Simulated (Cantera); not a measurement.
Input (Python, Cantera) and output of one run.

```python
import numpy as np
import cantera as ct

gas_names = [...]  # 123 gases of nasa_gas.yaml made of C, H, O, Si
cond_names = """
    C(gr) C6H6(L) C7H8(L) C8H18(L),n-octa H2O(s) H2O(L) Si(cr) Si(L) SiC(b) SiO2(Lqz) SiO2(hqz) SiO2(L)
""".split()


# ... load() reads the species with a 1 bar reference pressure and builds the phases ...
atoms = {
    'HMDSO': {'Si': 2, 'C': 6, 'H': 18, 'O': 1},
    'O2': {'O': 2},
    'H2': {'H': 2},
    'H2O': {'H': 2, 'O': 1},
}
top_T = {'C(gr)': 4500, 'SiC(b)': 3050}  # K; cautious upper limits of use, not melting points


# ... equilibrate(T, P, feed) seeds the gas with the atoms and calls Mixture.equilibrate('TP', solver="vcs", rtol=1e-11, max_steps=5000) ...
results = []
feed = {'HMDSO': 1, 'O2': 2.8, 'H2': 1, 'H2O': 0.17}  # mol
P = 270  # Pa
for T in [800, 900, 1000, 1100, 1200, 1300, 1400, 1500, 1600, 1700, 1800, 1900, 2000]:
    mix = equilibrate(T, P, feed)
    results.append((T, P, feed, dict(zip(mix.species_names, mix.species_moles))))

top = {s: max(r[3][s] / sum(r[3][g] for g in gas_names) for r in results) for s in gas_names}
cols = sorted((s for s in top if top[s] > 0.0001), key=lambda s: -top[s])[:8]
seen = [c for c in cond_names if any(r[3].get(c, 0) > 1e-12 for r in results)]
print("log10 of partial pressures in bar; condensed amounts in mol")
print(f"{'T/K':>10s}" + "".join(f"{s[:9]:>10s}" for s in cols + seen))
for T, P, feed, n in results:
    ng = sum(n[g] for g in gas_names)
    print(f"{T:10.4g}" + "".join(f"{np.log10(max(n[s] / ng * P / 1e5, 1e-99)):10.3f}" for s in cols)
          + "".join(f"{n.get(c, 0):10.4g}" for c in seen))
```

Output:

```
log10 of partial pressures in bar; condensed amounts in mol
       T/K        H2        CO       SiO         H       CO2       H2O        Si       CH4     C(gr)    SiC(b) SiO2(Lqz) SiO2(hqz)
       800    -2.672    -3.290   -23.618   -12.874    -4.586    -4.593   -41.169    -5.215     3.443         0         2         0
       900    -2.673    -3.242   -18.649   -11.269    -5.737    -5.530   -33.044    -5.853     3.246         0         0         2
      1000    -2.673    -3.239   -14.653    -9.981    -6.723    -6.315   -26.491    -6.367     3.231         0         0         2
      1100    -2.673    -3.238   -11.392    -8.924    -7.531    -6.960   -21.136    -6.792      3.23         0         0         2
      1200    -2.673    -3.238    -8.683    -8.041    -8.200    -7.497   -16.683    -7.148      3.23         0         0         2
      1300    -2.673    -3.238    -6.399    -7.293    -8.762    -7.951   -12.924    -7.451     3.228         0         0     1.998
      1400    -2.742    -3.056    -5.073    -6.684    -8.434    -7.784   -10.961    -8.291         0     1.061         0    0.8917
      1500    -2.769    -3.062    -3.883    -6.139    -8.358    -7.653    -9.172    -9.072         0    0.8156         0     0.401
      1600    -2.791    -3.067    -3.656    -5.660    -8.696    -7.942    -8.015    -9.342         0     0.615         0         0
      1700    -2.792    -3.067    -3.657    -5.227    -9.085    -8.276    -7.098    -9.443         0    0.6147         0         0
      1800    -2.793    -3.067    -3.658    -4.843    -9.430    -8.573    -6.284    -9.533         0    0.6132         0         0
      1900    -2.798    -3.069    -3.662    -4.499    -9.738    -8.843    -5.558    -9.617         0    0.6053         0         0
      2000    -2.806    -3.070    -3.677    -4.192   -10.021    -9.096    -4.910    -9.697         0    0.5706         0         0
```

Equilibrium computed with Cantera from the NASA thermochemical tables; the gas is ideal and each condensed phase is pure. The feed counts by its element totals alone. Mutual solubility and eutectic melting of coexisting phases are not modelled. The tables hold silica as quartz up to 1696 K and as liquid above; real silica turns to tridymite and cristobalite and melts near 1996 K. Gases not in the tables: Si2H6 and higher silanes.
